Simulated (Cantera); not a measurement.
**Premixed flame**

A freely propagating, adiabatic, planar premixed flame of CH4 : O2 : N2 = 1 : 1.33 : 5.01 (molar parts), equivalence ratio 1.5, unburnt at 550 K and 7500 Torr; mixture-averaged transport, grid criteria slope 0.08 and curve 0.16, no radiation.

Detailed kinetics in Cantera: GRI-Mech 3.0 (53 species, 325 reactions). Burning velocities carry a grid error of a few per cent, more on coarse grids.

```tsv
z (mm)	T (K)	u (m/s)	x CH4	x O2	x C2H2	x CH2CO	x C2H4	x CH2
-0.443	551	0.196	0.136	0.180	2.75e-7	3.60e-8	4.31e-7	<1e-8
-0.295	562	0.201	0.134	0.179	3.39e-6	5.89e-7	5.51e-6	<1e-8
-0.221	591	0.213	0.131	0.176	1.61e-5	3.35e-6	2.67e-5	<1e-8
-0.148	720	0.262	0.120	0.164	0.000102	2.77e-5	0.000174	<1e-8
-0.0738	1158	0.431	0.0838	0.119	0.000616	0.000221	0.00107	<1e-8
-0.0369	1522	0.574	0.0526	0.0757	0.00134	0.000500	0.00208	2.18e-7
0	1857	0.708	0.0238	0.0325	0.00302	0.000538	0.00199	5.64e-6
0.0369	2024	0.775	0.0108	0.0105	0.00441	0.000202	0.000676	1.11e-5
0.0738	2079	0.797	0.00680	0.00353	0.00460	7.80e-5	0.000220	7.10e-6
0.148	2102	0.807	0.00429	0.000559	0.00434	2.57e-5	5.87e-5	2.62e-6
0.295	2100	0.807	0.00269	2.84e-5	0.00361	1.32e-5	2.33e-5	1.15e-6
0.590	2094	0.807	0.00160	2.86e-7	0.00232	7.67e-6	1.12e-5	5.95e-7
1.18	2088	0.808	0.000823	1.36e-7	0.000943	3.04e-6	4.10e-6	2.56e-7
```
x: mole fraction of selected species; z is measured from the peak of heat release.

- laminar burning velocity: 19.5 cm/s
- thermal thickness: 0.148 mm
- peak x(C2H2): 0.00461
- peak x(CH2CO): 0.000612
- peak x(C2H4): 0.00236
- peak x(CH2): 1.13e-5
